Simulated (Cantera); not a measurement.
Input (Python, Cantera) and output of one run.

```python
import numpy as np
import cantera as ct

gas_names = [...]  # 95 gases of nasa_gas.yaml made of C, F, H
cond_names = """
    C(gr) C6H6(L) C7H8(L) C8H18(L),n-octa
""".split()


# ... load() reads the species with a 1 bar reference pressure and builds the phases ...
atoms = {
    'CH2F2': {'C': 1, 'H': 2, 'F': 2},
    'F2': {'F': 2},
}
top_T = {'C(gr)': 4500}  # K; cautious upper limits of use, not melting points


# ... equilibrate(T, P, feed) seeds the gas with the atoms and calls Mixture.equilibrate('TP', solver="vcs", rtol=1e-11, max_steps=5000) ...
results = []
T = 1048  # K
P = 93000  # Pa
for m in [0.071, 0.11, 0.16, 0.24, 0.35, 0.52, 0.78, 1.2, 1.7, 2.6]:
    feed = {'CH2F2': 1, 'F2': m}  # mol
    mix = equilibrate(T, P, feed)
    results.append((T, P, feed, dict(zip(mix.species_names, mix.species_moles))))
    x = sorted(zip(gas.X, gas.species_names), reverse=True)
    print(f"T = {T:g} K  P = {P:g} Pa  n(F2) = {m:g} mol  gas = {mix.phase_moles(0):.4g} mol")
    print("   x: " + "  ".join(f"{s} {v:.3e}" for v, s in x if v > 1e-06))
    print("   condensed (mol): " + ("  ".join(f"{mix.phase(i).name} {mix.phase_moles(i):.4g}"
          for i in range(1, mix.n_phases) if mix.phase_moles(i) > 1e-12) or "none"))
```

Output:

```
T = 1048 K  P = 93000 Pa  n(F2) = 0.071 mol  gas = 2.035 mol
   x: HF 9.825e-01  CF4 1.744e-02  H2F2 3.014e-05  CHF3 1.255e-06
   condensed (mol): C(gr) 0.9645
T = 1048 K  P = 93000 Pa  n(F2) = 0.11 mol  gas = 2.055 mol
   x: HF 9.732e-01  CF4 2.676e-02  H2F2 2.957e-05  CHF3 1.540e-06
   condensed (mol): C(gr) 0.945
T = 1048 K  P = 93000 Pa  n(F2) = 0.16 mol  gas = 2.08 mol
   x: HF 9.615e-01  CF4 3.846e-02  H2F2 2.886e-05  CHF3 1.824e-06
   condensed (mol): C(gr) 0.92
T = 1048 K  P = 93000 Pa  n(F2) = 0.24 mol  gas = 2.12 mol
   x: HF 9.434e-01  CF4 5.660e-02  H2F2 2.778e-05  CHF3 2.171e-06
   condensed (mol): C(gr) 0.88
T = 1048 K  P = 93000 Pa  n(F2) = 0.35 mol  gas = 2.175 mol
   x: HF 9.195e-01  CF4 8.046e-02  H2F2 2.640e-05  CHF3 2.523e-06
   condensed (mol): C(gr) 0.825
T = 1048 K  P = 93000 Pa  n(F2) = 0.52 mol  gas = 2.26 mol
   x: HF 8.849e-01  CF4 1.150e-01  H2F2 2.445e-05  CHF3 2.903e-06
   condensed (mol): C(gr) 0.74
T = 1048 K  P = 93000 Pa  n(F2) = 0.78 mol  gas = 2.39 mol
   x: HF 8.368e-01  CF4 1.632e-01  H2F2 2.186e-05  CHF3 3.269e-06
   condensed (mol): C(gr) 0.61
T = 1048 K  P = 93000 Pa  n(F2) = 1.2 mol  gas = 2.6 mol
   x: HF 7.692e-01  CF4 2.308e-01  H2F2 1.847e-05  CHF3 3.574e-06
   condensed (mol): C(gr) 0.4
T = 1048 K  P = 93000 Pa  n(F2) = 1.7 mol  gas = 2.85 mol
   x: HF 7.017e-01  CF4 2.982e-01  H2F2 1.537e-05  CHF3 3.707e-06
   condensed (mol): C(gr) 0.15
T = 1048 K  P = 93000 Pa  n(F2) = 2.6 mol  gas = 3.708 mol
   x: HF 5.393e-01  CF4 2.697e-01  F2 1.326e-01  F 5.836e-02  H2F2 9.081e-06
   condensed (mol): none
```

Cantera equilibrium calculation (NASA polynomials, part measured and part estimated; ideal gas, pure solids and liquids). Gases not in the tables: C2F6 and larger saturated fluorocarbons.
